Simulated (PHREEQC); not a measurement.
Make-up at 25 °C: 9.7 mmol/kgw H2SO4 and 5.7 mmol/kgw MnSO4. Closed to the air; pH follows from the charge balance.

Equilibrium calculation in PHREEQC: Pitzer model, pitzer.dat.

Each row changes one thing in this solution. This is a speciation only: nothing precipitates in the calculation.

```tsv
case	pH	ionic strength (mol/kgw)	SO4-2 (mol/kgw)	HSO4- (mol/kgw)
as made	1.94	0.0409	0.00992	0.00548
MnSO4 from 0.0057 to 0.00057 mol/kgw	1.89	0.0226	0.00588	0.00439
0.0043 mol/kgw NaHCO3 added	2.06	0.0428	[?]	0.00454
H2SO4 from 0.0097 to 0.00485 mol/kgw	2.22	[?]	0.00807	0.00248
```

**Question.** Some entries are withheld; supply them.

**Answer.** 
- 0.0043 mol/kgw NaHCO3 added, SO4-2 (mol/kgw): 0.0109
- H2SO4 from 0.0097 to 0.00485 mol/kgw, ionic strength (mol/kgw): 0.0324

Species that the database lacks are ignored.
